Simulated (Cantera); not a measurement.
Feed: 1 mol C3H6, a varied amount of NH3, at 2452 °C and 21.0 Pa.

Equilibrium computed with Cantera from the NASA thermochemical tables; the gas is ideal and each condensed phase is pure. Candidate condensed phases: C, C6H6, C7H8, C8H18; 92 gas species. Equilibrium is a limit: real reactors are often held back by kinetics, nucleation or transport.

x: gas mole fraction; n: condensed amount in mol.

```tsv
n(NH3) (mol)	x H	x C3	x H2	x C	x N2	n C(graphite)
0.011	0.876	0.0582	0.0414	0.0135	…	1.68
0.017	0.875	0.0582	0.0413	0.0135	…	1.68
0.026	0.874	0.0582	0.0412	0.0135	…	1.67
0.04	0.873	0.0582	0.0411	0.0135	…	1.65
0.062	0.871	0.0582	0.0409	0.0135	…	1.63
0.094	0.868	0.0582	0.0407	0.0135	…	1.60
0.14	0.865	0.0582	0.0404	0.0135	…	1.55
```

What belongs in the gaps?


- 0.011, x N2: 0.000298
- 0.017, x N2: 0.000558
- 0.026, x N2: 0.000996
- 0.04, x N2: 0.00174
- 0.062, x N2: 0.00297
- 0.094, x N2: 0.00482
- 0.14, x N2: 0.00749
